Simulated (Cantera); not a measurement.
Cantera with NASA thermochemical tables; ideal gases at 1 bar, condensed phases pure. Values are per mole of reaction as written; species without (g) are pure solids or liquids, kept so even where they would boil at 1 bar.

5 Si(g) + Si(CH₃)₄(g) ⇌ 4 C + 6 SiH₂(g), with ΔH° = -491.3 kJ and ΔS° = 67.1 J/K at 300 K.

Problem. How far is the shortcut ΔG° ≈ ΔH°(300 K) − T·ΔS°(300 K) from the full temperature-dependent value at 2675, 2725, 2775, 2825, 2875, 2925, 2975 K?

Solution. 
```csv
T (K),shortcut (kJ),full (kJ),difference (kJ),difference in log10 K
2675,-670.8,-746.6,75.8,-1.48
2725,-674.2,-751.8,77.6,-1.49
2775,-677.5,-756.9,79.3,-1.49
2825,-680.9,-761.9,81.0,-1.50
2875,-684.3,-767.0,82.7,-1.50
2925,-687.6,-772.0,84.4,-1.51
2975,-691.0,-777.0,86.0,-1.51
```
The shortcut ignores the heat-capacity change of the reaction.
